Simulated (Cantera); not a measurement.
Mixture: CO : H₂ : CH₄ : O₂ : N₂ = 1 : 0.87 : 0.051 : 0.494 : 1.86 (molar parts), equivalence ratio 2.1, at 1.00 bar, adiabatic and at constant volume. Ignition delay is the time to a rise of 400 K.

Computed with Cantera and GRI-Mech 3.0 (53 species, 325 reactions). Where the delays flatten at high temperature, the 400 K rule measures the pace of heat release, not the induction time.

Problem. What does this change do: 0.29 parts CO2 added?

Solution. 
```
quantity          before    after
---------------  -------  -------
delay at 1250 K  53.6 µs  58.5 µs
delay at 1325 K  37.5 µs  41.0 µs
delay at 1400 K  27.7 µs  30.5 µs
delay at 1475 K  21.4 µs  23.9 µs
delay at 1550 K  17.2 µs  19.8 µs
delay at 1625 K  14.4 µs  17.3 µs
delay at 1700 K  12.5 µs  15.9 µs
```
